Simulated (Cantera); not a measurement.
What does this Cantera script print?

```python
import numpy as np
import cantera as ct

gas_names = """
    NH3 N2 H2S
""".split()
cond_names = """
    NiS2(s) NiS2(L) Ni(cr) Ni(L)
""".split()


# ... load() reads the species with a 1 bar reference pressure and builds the phases ...
species = {s.name: s for s in load("nasa_gas.yaml", gas_names) + load("nasa_condensed.yaml", cond_names)}
# Each term lists the table entries of one substance; the one whose range holds T is used.
reactions = {
    '3 NiS2 + 4 NH3(g) = 2 N2(g) + 6 H2S(g) + 3 Ni':
        [(-3, ['NiS2(s)', 'NiS2(L)']), (-4, ['NH3']), (2, ['N2']), (6, ['H2S']), (3, ['Ni(cr)', 'Ni(L)'])],
}


def pick(names, T):
    return next(species[n] for n in names if species[n].thermo.min_temp <= T <= species[n].thermo.max_temp)


results = []
for label, terms in reactions.items():
    print(label)
    print("     T/K   dH/kJ  dS/(J/K)   dG/kJ   log10 K")
    for T in [300, 1348, 1448, 1548, 1648, 1748, 1848, 1948, 2048, 2148, 2248]:
        used = [(nu, pick(names, T)) for nu, names in terms]
        dH = sum(nu * s.thermo.h(T) for nu, s in used) / 1e6
        dS = sum(nu * s.thermo.s(T) for nu, s in used) / 1e3
        dG = dH - T * dS / 1e3
        logK = -dG * 1e6 / (ct.gas_constant * T * np.log(10))
        results.append((label, T, dH, dS, dG, logK, [s.name for _, s in used]))
        print(f"{T:8g} {dH:8.1f} {dS:8.1f} {dG:8.1f} {logK:8.2f}")
```

Output:

```
3 NiS2 + 4 NH3(g) = 2 N2(g) + 6 H2S(g) + 3 Ni
     T/K   dH/kJ  dS/(J/K)   dG/kJ   log10 K
     300    454.9    720.4    238.7   -41.57
    1348    221.7    524.3   -485.0    18.79
    1448    216.5    520.6   -537.2    19.38
    1548    211.6    517.3   -589.1    19.88
    1648    206.9    514.3   -640.7    20.31
    1748    253.9    541.5   -692.6    20.70
    1848    249.6    539.1   -746.6    21.10
    1948    245.3    536.8   -800.4    21.46
    2048    240.8    534.6   -854.0    21.78
    2148    236.3    532.4   -907.4    22.06
    2248    231.7    530.4   -960.5    22.32
```

Cantera with NASA thermochemical tables; ideal gases at 1 bar, condensed phases pure. Condensed species are held in their standard states even where they would react or evaporate.
